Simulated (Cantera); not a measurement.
## Adiabatic ignition

An adiabatic, constant-volume homogeneous reactor starts with 16.6 % CH4, 17.5 % O2, 65.9 % N2, equivalence ratio 1.9, at 1600 K and 0.987 atm.

Computed with Cantera and GRI-Mech 3.0 (53 species, 325 reactions).

| t (s) | T (K) | P (bar) | x CH4 | x O2 | x CH2O | x NO | x CH2 | x N2O |
|---|---|---|---|---|---|---|---|---|
| 6.00e-6 | 1600 | 1.000 | 0.166 | 0.175 | 1.91e-7 | <1e-12 | 3.79e-12 | 6.97e-12 |
| 1.60e-5 | 1600 | 1.000 | 0.166 | 0.175 | 1.59e-6 | <1e-12 | 2.61e-11 | 4.07e-11 |
| 4.24e-5 | 1600 | 1.000 | 0.166 | 0.175 | 1.49e-5 | <1e-12 | 2.49e-10 | 2.20e-10 |
| 0.000113 | 1600 | 1.00 | 0.166 | 0.174 | 0.000143 | <1e-12 | 2.79e-9 | 9.00e-10 |
| 0.000300 | 1611 | 1.01 | 0.162 | 0.172 | 0.00121 | 8.30e-12 | 3.29e-8 | 4.80e-9 |
| 0.000799 | 2837 | 2.09 | 1.04e-11 | 0.000271 | 1.44e-8 | 0.000771 | 9.80e-12 | 6.97e-8 |
| 0.00212 | 2834 | 2.09 | 1.05e-11 | 0.000266 | 1.44e-8 | 0.00114 | 9.80e-12 | 7.86e-8 |
| 0.00565 | 2834 | 2.09 | 1.05e-11 | 0.000266 | 1.44e-8 | 0.00116 | 9.80e-12 | 7.91e-8 |
| 0.0150 | 2834 | 2.09 | 1.05e-11 | 0.000266 | 1.44e-8 | 0.00116 | 9.80e-12 | 7.91e-8 |
| 0.0400 | 2834 | 2.09 | 1.05e-11 | 0.000266 | 1.44e-8 | 0.00116 | 9.80e-12 | 7.91e-8 |
| 0.106 | 2834 | 2.09 | 1.05e-11 | 0.000266 | 1.44e-8 | 0.00116 | 9.80e-12 | 7.91e-8 |
| 0.283 | 2834 | 2.09 | 1.05e-11 | 0.000266 | 1.44e-8 | 0.00116 | 9.80e-12 | 7.91e-8 |
| 0.752 | 2834 | 2.09 | 1.05e-11 | 0.000266 | 1.44e-8 | 0.00116 | 9.80e-12 | 7.91e-8 |
| 2.00 | 2834 | 2.09 | 1.05e-11 | 0.000266 | 1.44e-8 | 0.00116 | 9.80e-12 | 7.91e-8 |
x: mole fraction; the columns are a selection and need not sum to one.

```
Quantity                                                              Result
---------------------------------  -----------------------------------------
time of steepest temperature rise                                   0.545 ms
temperature at 2.00 s                                                 2834 K
equilibrium temperature                                               2834 K
x(CH4) at 2.00 s                   1.05e-11 (gas-phase equilibrium 1.19e-11)
x(O2) at 2.00 s                    0.000266 (gas-phase equilibrium 0.000266)
x(CH2O) at 2.00 s                    1.44e-8 (gas-phase equilibrium 1.44e-8)
```
